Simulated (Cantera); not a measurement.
A Cantera script and its output.

```python
import numpy as np
import cantera as ct

gas = ct.Solution("h2o2.yaml")
gas.TPX = 1048, 3300, {'H2': 0.16, 'O2': 1}
inlet = ct.Reservoir(gas, clone=True)

reactor = ct.IdealGasConstPressureReactor(gas, energy="off", clone=False)
exhaust = ct.Reservoir(gas, clone=True)
tau = [2.6, 1.3, 0.65, 0.32, 0.16, 0.078, 0.038, 0.019, 0.0094][0]
for a, b in ((inlet, reactor), (reactor, exhaust)):
    ct.MassFlowController(a, b, mdot=lambda t: reactor.mass / tau)
net = ct.ReactorNet([reactor])
show = ['H2', 'O2', 'H2O', 'H', 'H2O2', 'OH', 'HO2']

rows = []
print(f"{'tau/s':>10s}{'T/K':>9s}" + "".join(f"{s:>11s}" for s in show))
for tau in [2.6, 1.3, 0.65, 0.32, 0.16, 0.078, 0.038, 0.019, 0.0094]:
    net.initial_time = 0.0
    net.advance(30 * tau)
    before = gas.X
    net.advance(40 * tau)
    drift = np.max(np.abs(gas.X - before) / (gas.X + 1e-9))
    rows.append([gas.T, *gas[show].X, drift])
    print(f"{tau:10.3e}{gas.T:9.1f}" + "".join(f"{x:11.3e}" for x in gas[show].X))
```

Output:

```
     tau/s      T/K         H2         O2        H2O          H       H2O2         OH        HO2
 2.600e+00   1048.0  2.970e-04  8.514e-01  1.476e-01  1.982e-05  4.096e-07  3.243e-04  5.376e-06
 1.300e+00   1048.0  4.555e-04  8.513e-01  1.474e-01  3.961e-05  4.845e-07  4.129e-04  7.188e-06
 6.500e-01   1048.0  6.927e-04  8.510e-01  1.470e-01  7.906e-05  5.655e-07  5.288e-04  9.365e-06
 3.200e-01   1048.0  1.054e-03  8.505e-01  1.465e-01  1.600e-04  6.538e-07  6.859e-04  1.194e-05
 1.600e-01   1048.0  1.577e-03  8.499e-01  1.457e-01  3.178e-04  7.450e-07  8.910e-04  1.473e-05
 7.800e-02   1048.0  2.377e-03  8.488e-01  1.444e-01  6.443e-04  8.437e-07  1.177e-03  1.778e-05
 3.800e-02   1048.0  3.564e-03  8.473e-01  1.424e-01  1.297e-03  9.438e-07  1.562e-03  2.080e-05
 1.900e-02   1048.0  5.249e-03  8.450e-01  1.394e-01  2.514e-03  1.036e-06  2.055e-03  2.343e-05
 9.400e-03   1048.0  7.763e-03  8.416e-01  1.348e-01  4.813e-03  1.115e-06  2.701e-03  2.557e-05
```

Detailed kinetics in Cantera: the H2/O2 subset of GRI-Mech 3.0, which has no nitrogen chemistry. Radical loss at walls, strong at low pressure, is not modelled. The temperature is held fixed by assumption; the heat of reaction is taken as removed at once.
